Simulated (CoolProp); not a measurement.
1000 sccm (0 °C, 1 atm) of nitrogen bubbles through liquid octamethyltrisiloxane (MDM) at 339.9 K and leaves saturated at a total pressure of 0.132 MPa (ideal gas phase). Each further row changes one setting.

Model: reference Helmholtz-energy equation of state, Thol 2017, in CoolProp.

```json
[
 {"case": "as stated", "vapour pressure (kPa)": "5.04", "mole fraction of vapour": "___", "delivery (mg/min)": "419", "delivery (sccm)": "39.7", "change of delivery for a bath 1 K warmer (%)": "___"},
 {"case": "bath temperature 344.9 K", "vapour pressure (kPa)": "6.34", "mole fraction of vapour": "0.0480", "delivery (mg/min)": "___", "delivery (sccm)": "50.4", "change of delivery for a bath 1 K warmer (%)": "4.8"},
 {"case": "total pressure 0.264 MPa", "vapour pressure (kPa)": "5.04", "mole fraction of vapour": "___", "delivery (mg/min)": "___", "delivery (sccm)": "___", "change of delivery for a bath 1 K warmer (%)": "___"}
]
```

Question: Fill in the missing entries.

Answer: 
- as stated, mole fraction of vapour: 0.0382
- as stated, change of delivery for a bath 1 K warmer (%): 5.0
- bath temperature 344.9 K, delivery (mg/min): 532
- total pressure 0.264 MPa, mole fraction of vapour: 0.0191
- total pressure 0.264 MPa, delivery (mg/min): 205
- total pressure 0.264 MPa, delivery (sccm): 19.5
- total pressure 0.264 MPa, change of delivery for a bath 1 K warmer (%): 4.9
